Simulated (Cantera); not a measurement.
Input: 1 mol CaCO3, 0.2 mol C, 2.6 mol H2, equilibrated at 1550 °C and 52.0 mbar.

Cantera equilibrium calculation (NASA polynomials, part measured and part estimated; ideal gas, pure solids and liquids). Candidate condensed phases: C, C6H6, C7H8, C8H18, Ca, CaCO3, CaO, Ca(OH)2, H2O; 115 gas species. Equilibrium is a limit: real reactors are often held back by kinetics, nucleation or transport.

Base state: H2 0.500, CO 0.289, H2O 0.183, CO2 0.0271, H 0.00134, OH 3.43e-5 (mole fractions); condensed: CaO(s).

Question: What changes in the equilibrium state with this change: temperature from 1550 °C to 675 °C?

Answer: 
| species | before | after |
|---|---|---|
| H2 | 0.500 | 0.562 |
| CO | 0.289 | 0.227 |
| H2O | 0.183 | 0.122 |
| CO2 | 0.0271 | 0.0889 |
| H | 0.00134 | 1.72e-9 |
| CH4 | <1e-9 | 0.000149 |
| OH | 3.43e-5 | <1e-9 |
| CaO(s), mol | 1.000 | 1.00 |

Question: What changes in the equilibrium state with this change: H2 from 2.6 to 0.89 mol?

Answer: 
```
species       before     after
-----------  -------  --------
CO             0.289     0.431
H2O            0.183     0.240
H2             0.500     0.185
CO2           0.0271     0.143
OH           3.43e-5   7.38e-5
H            0.00134  0.000819
CaO(s), mol    1.000     1.000
```
